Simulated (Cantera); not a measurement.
# Premixed flame

A freely propagating, adiabatic, planar premixed flame of 15.4 % H2, 14.2 % O2, 53.5 % N2, 16.9 % H2O, unburnt at 675 K and 1.00 bar; mixture-averaged transport, grid criteria slope 0.08 and curve 0.16, no radiation.

Model: the H2/O2 subset of GRI-Mech 3.0, which has no nitrogen chemistry, integrated in Cantera. Burning velocities carry a grid error of a few per cent, more on coarse grids. Lean hydrogen flames are cellular in practice and burn faster than this planar one.

```json
[
 {"z (mm)": "-1.29", "T (K)": "675", "u (m/s)": "2.40", "x H2": "0.153", "x O2": "0.142", "x H2O": "0.169", "x H2O2": "<1e-8", "x OH": "<1e-8", "x O": "<1e-8"},
 {"z (mm)": "-0.857", "T (K)": "675", "u (m/s)": "2.39", "x H2": "0.152", "x O2": "0.143", "x H2O": "0.169", "x H2O2": "1.24e-8", "x OH": "<1e-8", "x O": "<1e-8"},
 {"z (mm)": "-0.643", "T (K)": "676", "u (m/s)": "2.39", "x H2": "0.150", "x O2": "0.143", "x H2O": "0.170", "x H2O2": "1.23e-7", "x OH": "<1e-8", "x O": "<1e-8"},
 {"z (mm)": "-0.429", "T (K)": "679", "u (m/s)": "2.38", "x H2": "0.143", "x O2": "0.144", "x H2O": "0.172", "x H2O2": "1.78e-6", "x OH": "<1e-8", "x O": "6.87e-8"},
 {"z (mm)": "-0.214", "T (K)": "756", "u (m/s)": "2.59", "x H2": "0.115", "x O2": "0.144", "x H2O": "0.186", "x H2O2": "3.46e-5", "x OH": "5.14e-5", "x O": "1.71e-5"},
 {"z (mm)": "-0.107", "T (K)": "953", "u (m/s)": "3.20", "x H2": "0.0838", "x O2": "0.135", "x H2O": "0.216", "x H2O2": "3.83e-5", "x OH": "0.000460", "x O": "0.000285"},
 {"z (mm)": "0", "T (K)": "1212", "u (m/s)": "4.03", "x H2": "0.0476", "x O2": "0.113", "x H2O": "0.263", "x H2O2": "1.38e-5", "x OH": "0.00178", "x O": "0.00166"},
 {"z (mm)": "0.107", "T (K)": "1403", "u (m/s)": "4.65", "x H2": "0.0224", "x O2": "0.0908", "x H2O": "0.301", "x H2O2": "6.03e-6", "x OH": "0.00426", "x O": "0.00320"},
 {"z (mm)": "0.214", "T (K)": "1513", "u (m/s)": "5.00", "x H2": "0.0118", "x O2": "0.0803", "x H2O": "0.319", "x H2O2": "3.75e-6", "x OH": "0.00595", "x O": "0.00347"},
 {"z (mm)": "0.429", "T (K)": "1619", "u (m/s)": "5.33", "x H2": "0.00588", "x O2": "0.0747", "x H2O": "0.332", "x H2O2": "1.96e-6", "x OH": "0.00632", "x O": "0.00249"},
 {"z (mm)": "0.857", "T (K)": "1689", "u (m/s)": "5.55", "x H2": "0.00270", "x O2": "0.0730", "x H2O": "0.339", "x H2O2": "9.88e-7", "x OH": "0.00490", "x O": "0.00116"},
 {"z (mm)": "1.71", "T (K)": "1724", "u (m/s)": "5.65", "x H2": "0.000964", "x O2": "0.0727", "x H2O": "0.343", "x H2O2": "4.91e-7", "x OH": "0.00311", "x O": "0.000415"},
 {"z (mm)": "3.43", "T (K)": "1737", "u (m/s)": "5.69", "x H2": "0.000299", "x O2": "0.0728", "x H2O": "0.345", "x H2O2": "2.31e-7", "x OH": "0.00180", "x O": "0.000132"}
]
```
x: mole fraction of selected species; z is measured from the peak of heat release.

laminar burning velocity: 240 cm/s
thermal thickness: 0.429 mm
peak x(H2O2): 4.34e-5
peak x(OH): 0.00645
peak x(O): 0.00351
grid points: 104
